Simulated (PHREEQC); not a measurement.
## City or well water

A made-up water analysis in mg/L, 20 °C, pH 8.38, pe 11.9: Na 11.7; K 0.0307; Ca 16.7; Mg 0.113; Cl 17.3; S(6) as SO4 20.1; Alkalinity as HCO3 28.7; Br 1.4.

Valence states are taken as typed.

Equilibrium calculation in PHREEQC: ion-association model, phreeqc.dat.

Precipitation was switched off in this run.

Task: Predict the specific conductance.

Result: specific conductance 140 µS/cm.

Task: In which forms is Ca present?

Result: Ca+2 97 %, CaSO4 2.2 %, CaCO3 0.5 % of the Ca.
